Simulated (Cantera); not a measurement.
**Premixed flame**

A freely propagating, adiabatic, planar premixed flame of CH₃OH : O₂ : N₂ : H₂ = 1 : 1.97 : 6.51 : 0.053 (molar parts), equivalence ratio 0.77, unburnt at 325 K and 0.128 atm; mixture-averaged transport, grid criteria slope 0.08 and curve 0.16, no radiation.

Model: GRI-Mech 3.0 (53 species, 325 reactions), integrated in Cantera. GRI-Mech 3.0 was tuned for natural gas; its chemistry of methanol as a main component is partial and can be far from experiment. Burning velocities carry a grid error of a few per cent, more on coarse grids.

```csv
z (mm),T (K),u (m/s),x CH₃OH,x O₂,x CH₂CO,x O,x CH₂O,x CH₃
-6.46,325,0.563,0.105,0.207,<1e-8,<1e-8,9.06e-8,<1e-8
-4.30,327,0.566,0.105,0.206,<1e-8,<1e-8,2.66e-6,<1e-8
-3.23,335,0.582,0.104,0.205,<1e-8,<1e-8,2.28e-5,<1e-8
-2.15,403,0.707,0.101,0.199,2.63e-8,<1e-8,0.000335,<1e-8
-1.08,797,1.44,0.0744,0.167,4.18e-7,1.17e-7,0.00366,2.18e-7
-0.538,1191,2.20,0.0396,0.132,1.13e-6,1.30e-5,0.00761,9.91e-6
0,1577,2.98,0.00525,0.0958,2.05e-6,0.000778,0.00430,8.56e-5
0.538,1684,3.19,5.06e-5,0.0748,3.62e-7,0.00422,0.000129,1.04e-5
1.08,1708,3.23,1.70e-7,0.0649,2.05e-8,0.00629,9.05e-7,2.26e-7
2.15,1742,3.27,<1e-8,0.0581,<1e-8,0.00724,<1e-8,<1e-8
4.30,1786,3.33,<1e-8,0.0547,<1e-8,0.00702,<1e-8,<1e-8
8.61,1843,3.43,<1e-8,0.0528,<1e-8,0.00598,<1e-8,<1e-8
17.2,1913,3.54,<1e-8,0.0508,<1e-8,0.00454,<1e-8,<1e-8
```
x: mole fraction of selected species; z is measured from the peak of heat release.

* **laminar burning velocity**: 56.2 cm/s
* **thermal thickness**: 2.15 mm
* **peak x(CH₂CO)**: 2.08e-6
* **peak x(O)**: 0.00728
* **peak x(CH₂O)**: 0.00808
* **peak x(CH₃)**: 8.58e-5
